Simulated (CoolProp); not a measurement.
Properties of fluorine along the isobar 0.853 MPa.

Computed with CoolProp (reference Helmholtz-energy equation of state, de Reuck 1990).

```json
[
 {"T (°C)": "-143.35", "phase": "gas", "density (kg/m³)": "32.63", "speed of sound (m/s)": "190.7"},
 {"T (°C)": "-130.65", "phase": "gas", "density (kg/m³)": "29.05", "speed of sound (m/s)": "202.4"},
 {"T (°C)": "-117.95", "phase": "gas", "density (kg/m³)": "26.27", "speed of sound (m/s)": "212.9"},
 {"T (°C)": "-105.25", "phase": "gas", "density (kg/m³)": "24.03", "speed of sound (m/s)": "222.6"},
 {"T (°C)": "-92.65", "phase": "gas", "density (kg/m³)": "22.19", "speed of sound (m/s)": "231.6"},
 {"T (°C)": "-79.95", "phase": "gas", "density (kg/m³)": "20.61", "speed of sound (m/s)": "240.2"},
 {"T (°C)": "-67.25", "phase": "gas", "density (kg/m³)": "19.26", "speed of sound (m/s)": "248.3"},
 {"T (°C)": "-54.55", "phase": "gas", "density (kg/m³)": "18.08", "speed of sound (m/s)": "256.1"},
 {"T (°C)": "-41.85", "phase": "gas", "density (kg/m³)": "17.04", "speed of sound (m/s)": "263.5"},
 {"T (°C)": "-29.25", "phase": "gas", "density (kg/m³)": "16.13", "speed of sound (m/s)": "270.5"},
 {"T (°C)": "-16.55", "phase": "gas", "density (kg/m³)": "15.30", "speed of sound (m/s)": "277.4"},
 {"T (°C)": "-3.85", "phase": "gas", "density (kg/m³)": "14.56", "speed of sound (m/s)": "284.0"},
 {"T (°C)": "8.85", "phase": "gas", "density (kg/m³)": "13.89", "speed of sound (m/s)": "290.4"},
 {"T (°C)": "21.55", "phase": "gas", "density (kg/m³)": "13.28", "speed of sound (m/s)": "296.7"}
]
```
